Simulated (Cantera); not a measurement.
A diamond (100) surface in a fixed gas of H2 with x(CH4) = 0.015, x(CH3) = 0.00031, at 1123 K, 0.0168 atm; coverages are run to steady state.

Detailed kinetics in Cantera: the Harris–Goodwin 1993 mechanism for the reconstructed diamond (100) surface.

One state of this run: growth (µm/h) = 0.291; θ c6HH = 0.516; θ c6H* = 0.0283; θ c6*H = 0.426; θ c6** = 0.0122; θ c6HM = 0.00913. θ: site fractions in the mechanism's names (c6HH fully hydrogenated, c6H* and c6*H radical sites, c6** diradical, c6HM methylated).

**Question.** Which value of x(H) does it belong to?
A. 0.0001
B. 0.00044
C. 0.00021
D. 0.0084

**Answer.** B, 0.00044
